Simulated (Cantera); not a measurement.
A Cantera script and its output.

```python
import numpy as np
import cantera as ct

gas = ct.Solution("gri30.yaml")
gas.TPX = 1450, 230000, {'CH4': 1, 'O2': 3.51, 'N2': 13.2, 'H2O': 0.79}
reactor = ct.IdealGasReactor(gas, energy="on", clone=False)
net = ct.ReactorNet([reactor])
net.rtol, net.atol = 1e-08, 1e-16
show = ['CH4', 'O2', 'H2O', 'C2H', 'HCO', 'HCN', 'CO']
times = np.geomspace(4e-06, 3, 16)

steps = ct.SolutionArray(gas, extra=["t"])
rows = []
print(f"{'t/s':>10s}{'T/K':>9s}{'P/Pa':>11s}" + "".join(f"{s:>11s}" for s in show))
for t in times:
    while net.time < t:
        t_next = net.step()
        steps.append(gas.state, t=t_next)
    rows.append([np.interp(t, steps.t, y) for y in (steps.T, steps.P, *steps(*show).X.T)])
    print(f"{t:10.3e}{rows[-1][0]:9.1f}{rows[-1][1]:11.4g}" + "".join(f"{x:11.3e}" for x in rows[-1][2:]))
rate = np.gradient(steps.T, steps.t)
print("integrator steps:", len(steps.t))
if steps.T.max() > steps.T[0] + 200:
    print(f"time of steepest temperature rise: {steps.t[rate.argmax()]:.4e} s")
gas.TPX = 1450, 230000, {'CH4': 1, 'O2': 3.51, 'N2': 13.2, 'H2O': 0.79}
gas.equilibrate("UV")
print(f"equilibrium (UV): T = {gas.T:.1f} K  " + "  ".join(f"{s} {gas[s].X[0]:.3e}" for s in show))
```

Output:

```
       t/s      T/K       P/Pa        CH4         O2        H2O        C2H        HCO        HCN         CO
 4.000e-06   1450.0    2.3e+05  5.405e-02  1.897e-01  4.270e-02  4.213e-27  4.769e-14  1.166e-19  4.917e-12
 9.857e-06   1450.0    2.3e+05  5.405e-02  1.897e-01  4.270e-02  4.211e-25  3.266e-13  7.716e-19  7.031e-11
 2.429e-05   1450.0    2.3e+05  5.405e-02  1.897e-01  4.270e-02  5.172e-23  2.456e-12  5.425e-18  1.175e-09
 5.985e-05   1450.0    2.3e+05  5.404e-02  1.897e-01  4.271e-02  1.018e-20  2.419e-11  4.587e-17  2.552e-08
 1.475e-04   1450.1    2.3e+05  5.398e-02  1.897e-01  4.275e-02  4.405e-18  4.045e-10  6.048e-16  8.904e-07
 3.634e-04   1452.8  2.304e+05  5.342e-02  1.893e-01  4.314e-02  2.535e-15  7.901e-09  1.445e-14  4.032e-05
 8.955e-04   2618.6  4.206e+05  2.854e-17  8.013e-02  1.376e-01  2.212e-22  4.890e-09  1.434e-11  7.357e-03
 2.207e-03   2629.7  4.215e+05  2.248e-17  7.625e-02  1.392e-01  1.263e-22  3.264e-09  2.916e-11  5.969e-03
 5.438e-03   2618.5  4.195e+05  2.087e-17  7.320e-02  1.396e-01  1.028e-22  3.038e-09  3.819e-11  5.806e-03
 1.340e-02   2616.2  4.191e+05  2.055e-17  7.258e-02  1.397e-01  9.848e-23  2.993e-09  3.972e-11  5.773e-03
 3.302e-02   2616.1  4.191e+05  2.055e-17  7.257e-02  1.397e-01  9.843e-23  2.993e-09  3.973e-11  5.773e-03
 8.137e-02   2616.1  4.191e+05  2.055e-17  7.257e-02  1.397e-01  9.843e-23  2.993e-09  3.973e-11  5.773e-03
 2.005e-01   2616.1  4.191e+05  2.055e-17  7.257e-02  1.397e-01  9.843e-23  2.993e-09  3.973e-11  5.773e-03
 4.941e-01   2616.1  4.191e+05  2.055e-17  7.257e-02  1.397e-01  9.843e-23  2.993e-09  3.973e-11  5.773e-03
 1.217e+00   2616.1  4.191e+05  2.055e-17  7.257e-02  1.397e-01  9.843e-23  2.993e-09  3.973e-11  5.773e-03
 3.000e+00   2616.1  4.191e+05  2.055e-17  7.257e-02  1.397e-01  9.843e-23  2.993e-09  3.973e-11  5.773e-03
integrator steps: 1896
time of steepest temperature rise: 8.6292e-04 s
equilibrium (UV): T = 2616.1 K  CH4 2.903e-17  O2 7.257e-02  H2O 1.397e-01  C2H 1.084e-22  HCO 2.993e-09  HCN 3.974e-11  CO 5.773e-03
```

Computed with Cantera and GRI-Mech 3.0 (53 species, 325 reactions).
